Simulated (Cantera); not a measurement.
An isothermal, constant-pressure homogeneous reactor starts with CH4 : N2 = 1 : 140 (molar parts), at 1475 K and 0.133 bar. Integrator tolerance rtol = 1e-08.

Cantera simulation using GRI-Mech 3.0 (53 species, 325 reactions); the numbers are that mechanism's predictions, not measurements. GRI-Mech 3.0 stops at C3 and has no aromatics, soot or wall deposition, so with more carbon than oxygen in the feed, carbon stays in small species such as C2H2 where larger ones or solid carbon would form.

Problem. What does this change do: CH4 1 to 2.2 parts?

Solution. 
```json
[
 {"quantity": "x(CH4) at 20.0 s", "before": "0.000981 (gas-phase equilibrium 2.24e-6)", "after": "0.00220 (gas-phase equilibrium 1.47e-5)"},
 {"quantity": "x(C2H) at 20.0 s", "before": "1.57e-9 (gas-phase equilibrium 1.08e-10)", "after": "2.22e-9 (gas-phase equilibrium 3.12e-10)"},
 {"quantity": "x(C2H6) at 20.0 s", "before": "1.97e-7 (gas-phase equilibrium 1.45e-12)", "after": "4.02e-7 (gas-phase equilibrium 2.89e-11)"},
 {"quantity": "x(H) at 20.0 s", "before": "2.93e-6 (gas-phase equilibrium 3.67e-6)", "after": "4.15e-6 (gas-phase equilibrium 5.40e-6)"},
 {"quantity": "x(C2H4) at 20.0 s", "before": "3.95e-6 (gas-phase equilibrium 9.86e-8)", "after": "1.10e-5 (gas-phase equilibrium 9.06e-7)"},
 {"quantity": "x(HCN) at 20.0 s", "before": "2.32e-7 (gas-phase equilibrium 0.00665)", "after": "1.32e-7 (gas-phase equilibrium 0.0136)"}
]
```
